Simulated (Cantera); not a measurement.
Input: 1 mol HI, 8.8 mol H2O, equilibrated at 3425 K and 3.23 Torr.

Method: chemical equilibrium by Gibbs-energy minimisation in Cantera with the NASA 1993 tables (ideal gas, pure condensed phases). Candidate condensed phases: H2O, I2; 12 gas species. Kinetics and transport are ignored.

Base state: H 0.645, O 0.304, I 0.0358, H2 0.00725, OH 0.00583, O2 0.00241, H2O 0.000149, HI 1.37e-5 (mole fractions); condensed: gas only.

### Question
What changes in the equilibrium state with this change: temperature from 3425 K to 2400 K?

### Answer
```json
[
 {"species": "H2O", "before": "0.000149", "after": "0.547"},
 {"species": "H2", "before": "0.00725", "after": "0.143"},
 {"species": "H", "before": "0.645", "after": "0.0917"},
 {"species": "O", "before": "0.304", "after": "0.0277"},
 {"species": "O2", "before": "0.00241", "after": "0.0439"},
 {"species": "OH", "before": "0.00583", "after": "0.0645"},
 {"species": "I", "before": "0.0358", "after": "0.0821"},
 {"species": "HI", "before": "1.37e-5", "after": "0.000517"}
]
```
